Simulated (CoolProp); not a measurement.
Properties of ethane along the isobar 17.9 MPa.

Computed with CoolProp (reference Helmholtz-energy equation of state, Bücker 2006).

```
T (°C)    phase       Z  cp (kJ/(kg K))  cv (kJ/(kg K))  Joule-Thomson coefficient (K/MPa)  conductivity (mW/(m K))  fugacity coefficient
-------  ------  ------  --------------  --------------  ---------------------------------  -----------------------  --------------------
-143.35  liquid  0.8084           2.265           1.484                            -0.5599                      231             0.0001579
-136.25  liquid  0.7757           2.273           1.475                            -0.5535                      225             0.0003378
-129.15  liquid  0.7465           2.282           1.469                            -0.5464                      218             0.0006641
-122.05  liquid  0.7203           2.293           1.463                            -0.5384                      211              0.001215
-114.95  liquid  0.6967           2.304           1.460                            -0.5296                      205              0.002089
-107.85  liquid  0.6754           2.316           1.457                            -0.5198                      198              0.003406
-100.75  liquid  0.6561           2.330           1.456                            -0.5090                      192              0.005299
-93.55   liquid  0.6384           2.346           1.457                            -0.4967                      186              0.007957
-86.45   liquid  0.6226           2.362           1.459                            -0.4833                      179               0.01146
-79.35   liquid  0.6082           2.381           1.462                            -0.4684                      173               0.01599
-72.25   liquid  0.5953           2.401           1.467                            -0.4519                      167               0.02169
-65.15   liquid  0.5835           2.424           1.473                            -0.4337                      161               0.02869
-58.05   liquid  0.5729           2.448           1.481                            -0.4136                      156               0.03711
```

Thermal conductivity comes from a separate model (Friend 1991).
